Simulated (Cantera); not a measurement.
A closed system holds: 1 mol Si3N4, 0.14 mol H2O, 27 mol H2, equilibrated at 68.3 Torr.

These are equilibrium values from Cantera (NASA tables, ideal gas, pure condensed phases), not measurements of a reactor. Candidate condensed phases: H2O, Si, SiO2, Si2N2O, Si3N4; 35 gas species. Mutual solubility and eutectic melting of coexisting phases are not modelled. Gases not in the tables: Si2H6 and higher silanes. Equilibrium is a limit: real reactors are often held back by kinetics, nucleation or transport.

x: gas mole fraction; n: condensed amount in mol.

```csv
T (K),x H2,x N2,x SiO,x H,x Si,n Si2N2O(s),n Si3N4(s),n Si(s),n Si(l)
925,0.998,0.00171,<1e-12,8.62e-10,<1e-12,0.140,0.907,0,0
1075,0.998,0.00172,<1e-12,[?],<1e-12,0.140,0.907,0,0
1225,0.998,0.00172,1.86e-10,1.03e-6,<1e-12,0.140,0.907,0,0
1375,0.998,0.00172,9.41e-8,1.13e-5,3.39e-10,0.140,0.907,0,0
1525,0.998,0.00172,1.36e-5,7.83e-5,1.29e-7,0.140,0.907,0,0
1675,0.988,[?],[?],[?],[?],[?],[?],[?],0
1825,0.925,0.0683,0.00478,0.00140,5.00e-5,0,0,0,2.86
1975,0.922,0.0681,0.00477,0.00436,0.000355,0,0,0,2.84
```

Question: Complete the blanks.

Answer: 
- 1675, x N2: 0.0113
- 1675, x SiO: 0.000424
- 1675, x H: 0.000383
- 1675, x Si: 4.77e-6
- 1675, n Si2N2O(s): 0.128
- 1675, n Si3N4(s): 0.781
- 1675, n Si(s): 0.389
- 1075, x H: 4.86e-8
